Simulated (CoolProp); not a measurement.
A single-stage vapour-compression cycle with the fluid: evaporating at 258.15 K (dew point), condensing at 323.15 K (bubble point), superheat 10 K, subcooling 5 K, compressor efficiency 0.9, no pressure losses. The same conditions are run with several fluids, on thermodynamics alone (safety and materials aside).

The numbers come from the reference Helmholtz-energy equation of state of each fluid (R236EA: Rui 2013; vinyl chloride: Thol 2022; R236FA: Pan 2012; n-perfluoropentane: Gao 2022; fluoroethane (R161): Wu 2012; R142b: Lemmon 2006) in CoolProp.

```json
[
 {"fluid": "R236EA", "cooling COP": "2.64", "pressure ratio": "11.6", "discharge temperature (K)": "325.1", "refrigerating effect (kJ/kg)": "109", "volumetric capacity (kJ/m³)": "296"},
 {"fluid": "vinyl chloride", "cooling COP": "2.91", "pressure ratio": "8.08", "discharge temperature (K)": "380.7", "refrigerating effect (kJ/kg)": "273", "volumetric capacity (kJ/m³)": "760"},
 {"fluid": "R236FA", "cooling COP": "2.59", "pressure ratio": "10.5", "discharge temperature (K)": "326.0", "refrigerating effect (kJ/kg)": "100", "volumetric capacity (kJ/m³)": "391"},
 {"fluid": "n-perfluoropentane", "cooling COP": "2.17", "pressure ratio": "14.5", "discharge temperature (K)": "323.1", "refrigerating effect (kJ/kg)": "48.3", "volumetric capacity (kJ/m³)": "88.9"},
 {"fluid": "fluoroethane (R161)", "cooling COP": "2.70", "pressure ratio": "6.71", "discharge temperature (K)": "365.2", "refrigerating effect (kJ/kg)": "277", "volumetric capacity (kJ/m³)": "1640"},
 {"fluid": "R142b", "cooling COP": "2.81", "pressure ratio": "8.60", "discharge temperature (K)": "344.8", "refrigerating effect (kJ/kg)": "157", "volumetric capacity (kJ/m³)": "579"}
]
```

The compression ends wet for: n-perfluoropentane.
